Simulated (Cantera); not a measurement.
Feed: 1 mol B2H6, 200 mol H2, 0.32 mol N2, at 10.0 Torr.

Cantera equilibrium calculation (NASA polynomials, part measured and part estimated; ideal gas, pure solids and liquids). Candidate condensed phases: B, BN; 15 gas species. The feed counts by its element totals alone. Mutual solubility and eutectic melting of coexisting phases are not modelled. The tables' values for BH2 are old estimates; treat these amounts as uncertain. Equilibrium is a limit: real reactors are often held back by kinetics, nucleation or transport.

x: gas mole fraction; n: condensed amount in mol.

```json
[
 {"T (K)": "1798", "x H2": "0.997", "x H": "0.00304", "x BH2": "0.000128", "x N2": "0.000308", "x B": "2.36e-7", "n B(s)": "1.46", "n BN(s)": "0.515"},
 {"T (K)": "1873", "x H2": "0.993", "x H": "___", "x BH2": "0.000213", "x N2": "___", "x B": "___", "n B(s)": "1.79", "n BN(s)": "___"},
 {"T (K)": "1948", "x H2": "0.988", "x H": "0.00973", "x BH2": "0.000340", "x N2": "0.00157", "x B": "4.11e-6", "n B(s)": "1.93", "n BN(s)": "0"},
 {"T (K)": "2023", "x H2": "0.982", "x H": "0.0163", "x BH2": "0.000523", "x N2": "0.00156", "x B": "1.46e-5", "n B(s)": "1.89", "n BN(s)": "0"},
 {"T (K)": "2098", "x H2": "0.971", "x H": "0.0263", "x BH2": "0.000777", "x N2": "0.00155", "x B": "4.73e-5", "n B(s)": "1.83", "n BN(s)": "0"},
 {"T (K)": "2173", "x H2": "0.956", "x H": "0.0409", "x BH2": "0.00111", "x N2": "0.00154", "x B": "0.000141", "n B(s)": "1.73", "n BN(s)": "0"},
 {"T (K)": "2248", "x H2": "0.935", "x H": "___", "x BH2": "0.00155", "x N2": "0.00152", "x B": "___", "n B(s)": "___", "n BN(s)": "0"},
 {"T (K)": "2323", "x H2": "0.906", "x H": "0.0897", "x BH2": "0.00208", "x N2": "0.00150", "x B": "0.00101", "n B(s)": "1.32", "n BN(s)": "0"}
]
```

### Question
What belongs in the gaps?

### Answer

- 1873, x H: 0.00557
- 1873, x N2: 0.00116
- 1873, x B: 1.04e-6
- 1873, n BN(s): 0.165
- 2248, x H: 0.0615
- 2248, x B: 0.000391
- 2248, n B(s): 1.58
